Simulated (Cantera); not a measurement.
## MgSO4 + CO2 + H2 (calcination and drying)

Charge: 1 mol MgSO4, 2.2 mol CO2, 3.7 mol H2, equilibrated at 1.33 mbar.

Method: chemical equilibrium by Gibbs-energy minimisation in Cantera with the NASA 1993 tables (ideal gas, pure condensed phases). Candidate condensed phases: C, C6H6, C7H8, C8H18, H2O, H2SO4, Mg, MgCO3, MgO, Mg(OH)2, MgS, MgSO4, S; 130 gas species. Gases not in the tables: S3 to S7. Rates play no part.

| T (K) | x H2O | x CO2 | x CO | x H2 | x H2S | x SO2 | x S2 | x SO | n MgO(s) | n MgSO4(s) |
|---|---|---|---|---|---|---|---|---|---|---|
| 525 | 0.474 | 0.372 | 4.14e-7 | 4.59e-5 | 0.151 | 0.000882 | 0.00192 | 3.82e-12 | 0.939 | 0.0607 |
| 625 | 0.486 | 0.364 | 1.18e-5 | 0.000326 | 0.127 | 0.00566 | 0.0165 | 1.43e-9 | 1.00 | 0 |
| 725 | 0.491 | 0.363 | 0.000269 | 0.00274 | 0.118 | 0.00289 | 0.0219 | 2.77e-8 | 1.00 | 0 |
| 825 | 0.491 | 0.358 | 0.00256 | 0.0125 | 0.104 | 0.00219 | 0.0288 | 2.99e-7 | 1.00 | 0 |
| 925 | 0.491 | 0.345 | 0.0110 | 0.0318 | 0.0763 | 0.00325 | 0.0407 | 2.70e-6 | 1.00 | 0 |
| 1025 | 0.491 | 0.323 | 0.0267 | 0.0527 | 0.0460 | 0.00728 | 0.0525 | 2.01e-5 | 1.00 | 0 |
| 1125 | 0.485 | 0.297 | 0.0476 | 0.0706 | 0.0251 | 0.0168 | 0.0569 | 0.000111 | 1.00 | 0 |
| 1225 | 0.471 | 0.267 | 0.0729 | 0.0875 | 0.0137 | 0.0328 | 0.0534 | 0.000441 | 1.00 | 0 |
| 1325 | 0.452 | 0.234 | 0.101 | 0.105 | 0.00768 | 0.0531 | 0.0447 | 0.00132 | 1.00 | 0 |
| 1425 | 0.430 | 0.201 | 0.130 | 0.122 | 0.00436 | 0.0742 | 0.0337 | 0.00315 | 1.00 | 0 |
| 1525 | 0.409 | 0.171 | 0.156 | 0.138 | 0.00244 | 0.0931 | 0.0226 | 0.00624 | 1.000 | 0 |
| 1625 | 0.392 | 0.148 | 0.176 | 0.150 | 0.00130 | 0.107 | 0.0130 | 0.0105 | 1.000 | 0 |
| 1725 | 0.380 | 0.131 | 0.190 | 0.157 | 0.000627 | 0.116 | 0.00605 | 0.0152 | 1.000 | 0 |
| 1825 | 0.376 | 0.121 | 0.198 | 0.157 | 0.000274 | 0.119 | 0.00229 | 0.0191 | 0.998 | 0 |
x: gas mole fraction; n: condensed amount in mol.

At 525 K the condensed part is MgO(s) + MgSO4(s). From 625 K to 1825 K the condensed part is MgO(s).
